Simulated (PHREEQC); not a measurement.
Solution (20 °C): 3 mol/kgw NaBr, 0.14 mol/kgw Na2SO4 and 0.1 mol/kgw MgCl2. Closed to the air; pH follows from the charge balance.

Model: Pitzer model, pitzer.dat, run in PHREEQC.

No solid was allowed to form.

Q: Estimate the activity of water, density, osmotic coefficient.

A: activity of water 0.873; density 1.232 g/cm³; osmotic coefficient 1.125.
